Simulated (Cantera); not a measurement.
Charge: 1 mol FeS2, 230 mol H2, 0.087 mol H2O, equilibrated at 998.15 K and 61.0 mbar.

Cantera equilibrium calculation (NASA polynomials, part measured and part estimated; ideal gas, pure solids and liquids). Candidate condensed phases: Fe, FeO, Fe(OH)2, Fe(OH)3, FeS, FeSO4, FeS2, Fe2O3, Fe2(SO4)3, Fe3O4, H2O, H2SO4, S; 22 gas species. FeS: taken at fixed stoichiometry. Kinetics and transport are ignored.

Base state: H2 0.995, H2S 0.00435, H2O 0.000378 (mole fractions); condensed: FeS(s).

### Question
What changes in the equilibrium state with this change: temperature from 998.15 K to 2175 K?

### Answer
```csv
species,before,after
H2,0.995,0.968
H,8.72e-9,0.0194
Fe,<1e-9,0.00427
S,<1e-9,0.00110
S2,1.63e-8,0.000880
SH,1.03e-7,0.00298
H2S,0.00435,0.00270
H2O,0.000378,0.000368
"FeS(s), mol",1.00,0
```
